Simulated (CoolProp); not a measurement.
Vapour pressure (kPa) of n-pentane: the reference equation beside estimates from Tc = 469.7 K, pc = 3368 kPa, ω = 0.251. Clausius-Clapeyron is anchored at 367.8 K with a constant enthalpy of vaporisation of 21.83 kJ/mol.

Model: reference Helmholtz-energy equation of state, Thol 2019, in CoolProp.

| T (K) | reference | Lee-Kesler | Clausius-Clapeyron | van der Waals | Redlich-Kwong | Soave-Redlich-Kwong | Peng-Robinson |
|---|---|---|---|---|---|---|---|
| 360 | 436.3 | 438.9 | 449.7 | ___ | 605.7 | ___ | 434.9 |
| 367.8 | 524.9 | 528.3 | 524.9 | 1168 | 709.8 | 529.9 | ___ |
| 375.6 | 626.4 | 630.4 | 608.8 | 1288 | 825.7 | 633.4 | 625.4 |
| 383.5 | 743.3 | 747.9 | 703.1 | 1418 | 955.7 | 752.8 | 743.0 |
| 391.3 | 874.1 | 879.0 | 805.9 | 1553 | 1097 | 886.3 | 874.6 |
| 399.1 | ___ | 1026 | 918.8 | 1696 | 1252 | 1036 | 1023 |
| 406.9 | 1186 | 1191 | 1042 | 1847 | 1422 | 1205 | 1189 |
| 414.8 | 1372 | 1377 | 1179 | 2008 | 1608 | 1394 | 1378 |

Task: Fill in the missing entries.

Result: 
- 360, van der Waals: 1056
- 360, Soave-Redlich-Kwong: 439.7
- 367.8, Peng-Robinson: 523.6
- 399.1, reference: 1021

Absolute difference from the reference over all 8 rows, mean and median: Lee-Kesler 0.5 and 0.6 %, Clausius-Clapeyron 6.9 and 6.6 %, van der Waals 88.4 and 84.2 %, Redlich-Kwong 27.5 and 27.0 %, Soave-Redlich-Kwong 1.3 and 1.3 %, Peng-Robinson 0.2 and 0.2 %.
